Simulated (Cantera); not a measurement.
Mixture: CH₄ : O₂ : N₂ : H₂O = 1 : 2.99 : 11.2 : 0.87 (molar parts), equivalence ratio 0.67, at 330000 Pa, adiabatic and at constant pressure. Ignition delay is the time to a rise of 400 K.

Model: GRI-Mech 3.0 (53 species, 325 reactions), integrated in Cantera.

### Question
Predict: delay at 1225 K; delay at 1325 K; delay at 1425 K; delay at 1525 K; delay at 1625 K; delay at 1725 K; apparent activation energy between 1525 and 1725 K.

### Answer
```json
{
  "delay at 1225 K": "9.61 ms",
  "delay at 1325 K": "2.89 ms",
  "delay at 1425 K": "0.957 ms",
  "delay at 1525 K": "0.348 ms",
  "delay at 1625 K": "0.141 ms",
  "delay at 1725 K": "63.8 µs",
  "apparent activation energy between 1525 and 1725 K": "190 kJ/mol"
}
```
